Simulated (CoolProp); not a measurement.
100 sccm (0 °C, 1 atm) of nitrogen bubbles through liquid n-decane at 324.8 K and leaves saturated at a total pressure of 0.0244 MPa (ideal gas phase). Each further row changes one setting.

Values from CoolProp's reference Helmholtz-energy equation of state, Lemmon 2006. It is a short technical equation, of lower accuracy than the large ones.

| case | vapour pressure (kPa) | mole fraction of vapour | delivery (mg/min) | delivery (sccm) | change of delivery for a bath 1 K warmer (%) |
|---|---|---|---|---|---|
| as stated | 0.967 | 0.0396 | 26.2 | 4.13 | 6.0 |
| bath temperature 329.8 K | 1.27 | 0.0522 | 35.0 | 5.51 | 5.9 |
| total pressure 0.0488 MPa | 0.967 | 0.0198 | 12.8 | 2.02 | 5.9 |
